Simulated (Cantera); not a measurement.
# Adiabatic ignition

An adiabatic, constant-pressure homogeneous reactor starts with CH₄ : C₂H₆ : C₃H₈ : O₂ : N₂ = 1 : 0.049 : 0.16 : 5.21 : 19.6 (molar parts), equivalence ratio 0.57, at 1700 K and 10.0 bar.

Model: GRI-Mech 3.0 (53 species, 325 reactions), integrated in Cantera. GRI-Mech 3.0 was tuned for natural gas; its chemistry of propane as a main component is partial and can be far from experiment.

```tsv
t (s)	T (K)	x CH₄	x C₂H₆	x C₃H₈	x NO	x CH₂CO	x NO₂
9.00e-6	2440	<1e-12	<1e-12	<1e-12	3.33e-5	1.51e-10	7.37e-8
2.38e-5	2718	<1e-12	<1e-12	<1e-12	0.000466	<1e-12	6.81e-7
6.30e-5	2722	<1e-12	<1e-12	<1e-12	0.00147	<1e-12	2.10e-6
0.000167	2719	<1e-12	<1e-12	<1e-12	0.00390	<1e-12	5.55e-6
0.000441	2711	<1e-12	<1e-12	<1e-12	0.00888	<1e-12	1.25e-5
0.00117	2701	<1e-12	<1e-12	<1e-12	0.0153	<1e-12	2.14e-5
0.00309	2696	<1e-12	<1e-12	<1e-12	0.0182	<1e-12	2.52e-5
0.00816	2696	<1e-12	<1e-12	<1e-12	0.0183	<1e-12	2.55e-5
0.0216	2696	<1e-12	<1e-12	<1e-12	0.0183	<1e-12	2.55e-5
0.0571	2696	<1e-12	<1e-12	<1e-12	0.0183	<1e-12	2.55e-5
0.151	2696	<1e-12	<1e-12	<1e-12	0.0183	<1e-12	2.55e-5
0.400	2696	<1e-12	<1e-12	<1e-12	0.0183	<1e-12	2.55e-5
```
x: mole fraction; the columns are a selection and need not sum to one.

The time of steepest temperature rise comes out as 7.45 µs and the temperature at 0.400 s is 2696 K. The equilibrium temperature comes out as 2696 K and the x(CH₄) at 0.400 s is <1e-12 (gas-phase equilibrium <1e-12). The x(C₂H₆) at 0.400 s is <1e-12 (gas-phase equilibrium <1e-12) and the x(C₃H₈) at 0.400 s is <1e-12 (gas-phase equilibrium <1e-12).
